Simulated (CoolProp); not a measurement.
Vapour pressure (MPa) of C2F6 (R116): the reference equation beside estimates from Tc = 19.9 °C, pc = 3.048 MPa, ω = 0.257. Clausius-Clapeyron is anchored at -27.85 °C with a constant enthalpy of vaporisation of 12.35 kJ/mol.

Values from CoolProp's reference Helmholtz-energy equation of state, Lemmon 2006. It is a short technical equation, of lower accuracy than the large ones.

```json
[
 {"T (°C)": "-56.65", "reference": "0.2819", "Lee-Kesler": "0.2829", "Clausius-Clapeyron": "0.3657"},
 {"T (°C)": "-50.95", "reference": "0.3565", "Lee-Kesler": "0.3582", "Clausius-Clapeyron": "0.4360"},
 {"T (°C)": "-45.15", "reference": "0.4467", "Lee-Kesler": "0.4491", "Clausius-Clapeyron": "0.5169"},
 {"T (°C)": "-39.35", "reference": "0.5531", "Lee-Kesler": "0.5561", "Clausius-Clapeyron": "0.6075"},
 {"T (°C)": "-33.65", "reference": "0.6749", "Lee-Kesler": "0.6784", "Clausius-Clapeyron": "0.7067"},
 {"T (°C)": "-27.85", "reference": "0.8183", "Lee-Kesler": "0.8222", "Clausius-Clapeyron": "0.8183"},
 {"T (°C)": "-22.05", "reference": "0.9832", "Lee-Kesler": "0.9873", "Clausius-Clapeyron": "0.9412"},
 {"T (°C)": "-16.35", "reference": "1.168", "Lee-Kesler": "1.172", "Clausius-Clapeyron": "1.073"},
 {"T (°C)": "-10.55", "reference": "1.382", "Lee-Kesler": "1.386", "Clausius-Clapeyron": "1.220"},
 {"T (°C)": "-4.75", "reference": "1.623", "Lee-Kesler": "1.628", "Clausius-Clapeyron": "1.378"},
 {"T (°C)": "0.95", "reference": "1.891", "Lee-Kesler": "1.895", "Clausius-Clapeyron": "1.546"},
 {"T (°C)": "6.75", "reference": "2.197", "Lee-Kesler": "2.202", "Clausius-Clapeyron": "1.730"}
]
```

Absolute difference from the reference over all 12 rows, mean and median: Lee-Kesler 0.4 and 0.4 %, Clausius-Clapeyron 13.4 and 13.4 %.
